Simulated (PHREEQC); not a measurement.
Consider water at 40 °C with 0.01 mol/kgw FeSO4, 0.00048 mol/kgw CuCl2 and 3.3e-05 mol/kgw NaF. Closed to the air; pH follows from the charge balance.

All values are PHREEQC results (ion-association model, wateq4f.dat), not measurements.

Each row changes one thing in this solution. Precipitation was switched off in this run.

```csv
case,pH,ionic strength (mol/kgw),FeSO4 (mol/kgw),Cu+2 (mol/kgw),CuSO4 (mol/kgw),FeCl+ (mol/kgw),SI of Tenorite (CuO)
as made,5.52,0.0286,0.00308,0.000331,0.000144,4.89e-6,+0.22
CuCl2 from 0.00048 to 0.000528 mol/kgw,?,0.0287,0.00307,0.000365,0.000158,5.38e-6,+0.22
temperature from 40 to 60 °C,?,0.0266,0.00357,0.000326,0.000146,4.51e-6,?
NaF left out,5.52,0.0285,0.00308,0.000331,0.000144,4.90e-6,?
CuCl2 from 0.00048 to 0.00072 mol/kgw,?,0.0291,0.00304,0.000499,0.000214,7.34e-6,+0.22
```

Task: Complete the blanks.

Result: 
- CuCl2 from 0.00048 to 0.000528 mol/kgw, pH: 5.50
- temperature from 40 to 60 °C, pH: 5.35
- temperature from 40 to 60 °C, SI of Tenorite (CuO): +0.49
- NaF left out, SI of Tenorite (CuO): +0.21
- CuCl2 from 0.00048 to 0.00072 mol/kgw, pH: 5.43

Some of these states are supersaturated (in Tenorite (slow to form), for instance). Away from 25 °C the constants follow the database's enthalpies or fits; those with neither stay at their 25 °C values. Fluoro complexes past AlF4- and FeF3 are missing from the database.
